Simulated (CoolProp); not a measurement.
Vapour-liquid equilibrium of ammonia (1) + n-pentane (2) at 377.1 K; x and y are mole fractions of (1).

Model: multi-fluid Helmholtz-energy mixture model, Gao 2020 and Thol 2019; pair parameters Bell 2016, in CoolProp.

```json
[
 {"x": "0.05", "bubble pressure, mixture model (bar)": "10.63", "bubble pressure, Raoult's law (bar)": "9.528", "y, mixture model": "0.365", "y, Raoult's law": "0.354"},
 {"x": "0.125", "bubble pressure, mixture model (bar)": "18.39", "bubble pressure, Raoult's law (bar)": "14.11", "y, mixture model": "?", "y, Raoult's law": "0.598"},
 {"x": "0.2", "bubble pressure, mixture model (bar)": "26.83", "bubble pressure, Raoult's law (bar)": "18.69", "y, mixture model": "0.729", "y, Raoult's law": "0.723"},
 {"x": "0.275", "bubble pressure, mixture model (bar)": "34.70", "bubble pressure, Raoult's law (bar)": "23.27", "y, mixture model": "0.780", "y, Raoult's law": "0.798"},
 {"x": "0.35", "bubble pressure, mixture model (bar)": "41.15", "bubble pressure, Raoult's law (bar)": "27.85", "y, mixture model": "0.805", "y, Raoult's law": "0.849"},
 {"x": "0.425", "bubble pressure, mixture model (bar)": "45.97", "bubble pressure, Raoult's law (bar)": "32.43", "y, mixture model": "0.819", "y, Raoult's law": "0.885"},
 {"x": "0.5", "bubble pressure, mixture model (bar)": "?", "bubble pressure, Raoult's law (bar)": "37.01", "y, mixture model": "0.828", "y, Raoult's law": "0.913"},
 {"x": "0.575", "bubble pressure, mixture model (bar)": "52.25", "bubble pressure, Raoult's law (bar)": "41.59", "y, mixture model": "0.836", "y, Raoult's law": "0.934"},
 {"x": "0.65", "bubble pressure, mixture model (bar)": "54.89", "bubble pressure, Raoult's law (bar)": "46.17", "y, mixture model": "0.846", "y, Raoult's law": "0.951"},
 {"x": "0.725", "bubble pressure, mixture model (bar)": "57.77", "bubble pressure, Raoult's law (bar)": "50.75", "y, mixture model": "0.860", "y, Raoult's law": "0.965"},
 {"x": "0.8", "bubble pressure, mixture model (bar)": "60.92", "bubble pressure, Raoult's law (bar)": "55.33", "y, mixture model": "0.883", "y, Raoult's law": "0.977"},
 {"x": "0.875", "bubble pressure, mixture model (bar)": "?", "bubble pressure, Raoult's law (bar)": "59.91", "y, mixture model": "0.915", "y, Raoult's law": "0.986"},
 {"x": "0.95", "bubble pressure, mixture model (bar)": "66.44", "bubble pressure, Raoult's law (bar)": "64.49", "y, mixture model": "0.961", "y, Raoult's law": "0.995"}
]
```

Q: Some entries are withheld; supply them.

A: 
- 0.125, y, mixture model: 0.622
- 0.5, bubble pressure, mixture model (bar): 49.47
- 0.875, bubble pressure, mixture model (bar): 63.96

The largest gap from Raoult's law is +49.1 % in bubble pressure, at x = 0.275. No azeotrope shows between x = 0.05 and 0.95.

Pair parameters are fitted to limited data, so mixtures are less certain than the pure fluids.
